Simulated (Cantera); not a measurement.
A counterflow diffusion flame at 0.987 atm, nozzles 20 mm apart: fuel side 82.0 % C3H8, 18.0 % N2 at 550 K, oxidiser side 26.0 % O2, 74.0 % N2 at 500 K, fuel mass flux 0.93 times the oxidiser's; mixture-averaged transport, no radiation.

Computed with Cantera and GRI-Mech 3.0 (53 species, 325 reactions). GRI-Mech 3.0 was tuned for natural gas; its chemistry of propane as a main component is partial and can be far from experiment. GRI-Mech 3.0 has no aromatics or soot, which form on the fuel side of real flames. The maximum strain rate includes the flame's own expansion and is several times the mean.

x: mole fraction; the columns are a selection and need not sum to one.

```json
[
 {"oxidiser flux (kg/m²/s)": "0.25", "max strain (1/s)": "___", "mean strain (1/s)": "30.8", "T max (K)": "2300", "peak x OH": "0.0122", "peak x H": "0.00562", "peak x NO": "0.000536", "peak x CO": "0.0994", "peak x C2H2": "0.0540"},
 {"oxidiser flux (kg/m²/s)": "0.35", "max strain (1/s)": "___", "mean strain (1/s)": "43.1", "T max (K)": "2278", "peak x OH": "0.0122", "peak x H": "0.00597", "peak x NO": "0.000490", "peak x CO": "0.0980", "peak x C2H2": "0.0527"},
 {"oxidiser flux (kg/m²/s)": "0.49", "max strain (1/s)": "___", "mean strain (1/s)": "60.4", "T max (K)": "2257", "peak x OH": "0.0122", "peak x H": "0.00632", "peak x NO": "0.000449", "peak x CO": "0.0966", "peak x C2H2": "0.0510"},
 {"oxidiser flux (kg/m²/s)": "0.68", "max strain (1/s)": "___", "mean strain (1/s)": "83.8", "T max (K)": "2237", "peak x OH": "0.0122", "peak x H": "0.00668", "peak x NO": "0.000413", "peak x CO": "0.0953", "peak x C2H2": "0.0494"},
 {"oxidiser flux (kg/m²/s)": "0.96", "max strain (1/s)": "___", "mean strain (1/s)": "118", "T max (K)": "2216", "peak x OH": "0.0121", "peak x H": "0.00706", "peak x NO": "0.000376", "peak x CO": "0.0942", "peak x C2H2": "0.0477"},
 {"oxidiser flux (kg/m²/s)": "1.3", "max strain (1/s)": "___", "mean strain (1/s)": "160", "T max (K)": "2198", "peak x OH": "0.0120", "peak x H": "0.00739", "peak x NO": "0.000343", "peak x CO": "0.0933", "peak x C2H2": "0.0460"},
 {"oxidiser flux (kg/m²/s)": "1.9", "max strain (1/s)": "___", "mean strain (1/s)": "234", "T max (K)": "2173", "peak x OH": "0.0117", "peak x H": "0.00777", "peak x NO": "0.000298", "peak x CO": "0.0923", "peak x C2H2": "0.0437"}
]
```

Problem. Fill in the missing entries.

Solution. 
- 0.25, max strain (1/s): 199
- 0.35, max strain (1/s): 270
- 0.49, max strain (1/s): 367
- 0.68, max strain (1/s): 496
- 0.96, max strain (1/s): 680
- 1.3, max strain (1/s): 899
- 1.9, max strain (1/s): 1270
